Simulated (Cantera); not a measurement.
A perfectly stirred reactor is fed with H₂ : O₂ : N₂ : NO = 1 : 0.417 : 4.58 : 0.01 (molar parts), at 1.00 bar; it is adiabatic with a 475 K inlet, and is followed from long to short residence time, starting on the burning branch (τ in s: 0.03, 0.013, 0.0061, 0.0028, 0.0013, 0.00057, 0.00026, 0.00012, 5.3e-05).

Cantera simulation using GRI-Mech 3.0 (53 species, 325 reactions); the numbers are that mechanism's predictions, not measurements. The mechanism lacks 2 NO + O2 → 2 NO2 and HONO, so NO2 and the effect of NO are under-described below about 1400 K.

Problem. What does this change do: inlet temperature 475 to 750 K?

Solution. 
| quantity | before | after |
|---|---|---|
| blow-out, bracketed by the residence times tried | burning at 0.120 ms, out at 53.0 µs | burning at 53.0 µs, the shortest tried |
| x(H₂) at τ = 30.0 ms | 0.0282 | 0.0285 |
| x(O₂) at τ = 30.0 ms | 0.000249 | 0.000259 |
| x(NO) at τ = 30.0 ms | 0.000842 | 0.000977 |
| x(O) at τ = 30.0 ms | 3.85e-5 | 7.31e-5 |
| x(NO₂) at τ = 30.0 ms | 6.40e-9 | 9.28e-9 |
| x(H₂) at τ = 1.30 ms | 0.0296 | 0.0304 |
| x(O₂) at τ = 1.30 ms | 0.00227 | 0.00249 |
| x(NO) at τ = 1.30 ms | 0.00165 | 0.00168 |
| x(O) at τ = 1.30 ms | 0.000532 | 0.000919 |
| x(NO₂) at τ = 1.30 ms | 4.33e-8 | 4.58e-8 |
